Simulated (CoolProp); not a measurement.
R123 along the isotherm 187.75 °C: Z from the reference equation and from simpler models built on Tc = 183.7 °C, pc = 3662 kPa, ω = 0.282; each cubic takes its own stable root.

Model: reference Helmholtz-energy equation of state, Younglove 1994, in CoolProp. It is a modified Benedict-Webb-Rubin equation, recast in Helmholtz form.

| p (kPa) | phase | reference | van der Waals | Redlich-Kwong | Soave-Redlich-Kwong | Peng-Robinson |
|---|---|---|---|---|---|---|
| 153 | gas | 0.9859 | 0.9877 | 0.9860 | 0.9861 | 0.9845 |
| 305 | gas | 0.9717 | 0.9753 | 0.9718 | 0.9720 | 0.9688 |
| 458 | gas | 0.9570 | 0.9625 | 0.9573 | 0.9575 | 0.9528 |
| 610 | gas | 0.9422 | 0.9495 | 0.9426 | 0.9429 | 0.9367 |
| 763 | gas | 0.9269 | 0.9361 | 0.9275 | 0.9279 | 0.9201 |
| 915 | gas | 0.9114 | 0.9225 | 0.9122 | 0.9126 | 0.9034 |
| 1070 | gas | 0.8952 | 0.9082 | 0.8962 | 0.8967 | 0.8860 |
| 1220 | gas | 0.8790 | 0.8939 | 0.8803 | 0.8810 | 0.8688 |
| 1370 | gas | 0.8625 | 0.8793 | 0.8641 | 0.8648 | 0.8513 |
| 1530 | gas | 0.8443 | 0.8632 | 0.8462 | 0.8471 | 0.8321 |
| 1680 | gas | 0.8267 | 0.8475 | 0.8290 | 0.8300 | 0.8137 |
| 1830 | gas | 0.8085 | 0.8313 | 0.8112 | 0.8124 | 0.7947 |
